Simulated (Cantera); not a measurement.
A jet of 3.28 % H2, 7.35 % O2, 89.4 % N2, equivalence ratio 0.22 at 300 K and 330 Torr hits a platinum plate 2.2 cm away at a mass flux of 0.028 kg/m²/s; the plate temperature is set and raised in steps from an oxygen-covered start.

Computed with Cantera and Deutschmann's 1995 Pt surface mechanism with GRI-Mech 3.0 gas chemistry. Catalytic surfaces can have several steady states; this one follows from the mechanism file's or the stated starting coverage.

x: mole fraction at the wall; θ: surface coverage.

```
plate T (K)  wall x H2  wall x O2  wall x H2O  wall x OH  θ free Pt   θ O*    θ OH*
-----------  ---------  ---------  ----------  ---------  ---------  -----  -------
500           0.000994     0.0399      0.0615      <1e-8     0.0365  0.925   0.0388
550           0.000994     0.0401      0.0610      <1e-8     0.0386  0.939      [?]
600           0.000995     0.0402      0.0606      <1e-8     0.0407  0.945   0.0139
650           0.000991     0.0403      0.0602      <1e-8     0.0429  0.948  0.00930
700           0.000955     0.0403      0.0599      <1e-8     0.0466  0.947  0.00669
750           0.000815     0.0402      0.0599      <1e-8     0.0572  0.937  0.00535
800                [?]     0.0401      0.0600      <1e-8        [?]  0.913  0.00476
850           0.000417     0.0399      0.0601      <1e-8      0.122  0.873  0.00442
```

**Question.** Some entries are withheld; supply them.

**Answer.** 
- 550, θ OH*: 0.0223
- 800, wall x H2: 0.000602
- 800, θ free Pt: 0.0821
